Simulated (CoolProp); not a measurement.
A single-stage vapour-compression cycle with R152A: evaporating at 226.15 K (dew point), condensing at 248.15 K (bubble point), superheat 5 K, subcooling 8 K, compressor efficiency 0.75, no pressure losses. Each further row changes one setting.

The numbers come from the reference Helmholtz-energy equation of state, Outcalt 1996 in CoolProp. It is a modified Benedict-Webb-Rubin equation, recast in Helmholtz form.

```json
[
 {"case": "as stated", "cooling COP": "[?]", "pressure ratio": "2.99", "discharge temperature (K)": "281.2", "refrigerating effect (kJ/kg)": "332", "volumetric capacity (kJ/m³)": "377"},
 {"case": "evaporating temperature 231.15 K", "cooling COP": "9.93", "pressure ratio": "2.28", "discharge temperature (K)": "274.0", "refrigerating effect (kJ/kg)": "335", "volumetric capacity (kJ/m³)": "491"},
 {"case": "condensing temperature 243.15 K", "cooling COP": "9.70", "pressure ratio": "[?]", "discharge temperature (K)": "270.6", "refrigerating effect (kJ/kg)": "340", "volumetric capacity (kJ/m³)": "386"},
 {"case": "subcooling 13 K", "cooling COP": "[?]", "pressure ratio": "2.99", "discharge temperature (K)": "281.2", "refrigerating effect (kJ/kg)": "340", "volumetric capacity (kJ/m³)": "386"},
 {"case": "superheat 15 K", "cooling COP": "[?]", "pressure ratio": "2.99", "discharge temperature (K)": "[?]", "refrigerating effect (kJ/kg)": "[?]", "volumetric capacity (kJ/m³)": "370"},
 {"case": "compressor efficiency 0.65", "cooling COP": "6.40", "pressure ratio": "2.99", "discharge temperature (K)": "287.9", "refrigerating effect (kJ/kg)": "332", "volumetric capacity (kJ/m³)": "377"}
]
```

Fill in the missing entries.


- as stated, cooling COP: 7.38
- condensing temperature 243.15 K, pressure ratio: 2.38
- subcooling 13 K, cooling COP: 7.56
- superheat 15 K, cooling COP: 7.26
- superheat 15 K, discharge temperature (K): 291.9
- superheat 15 K, refrigerating effect (kJ/kg): 341
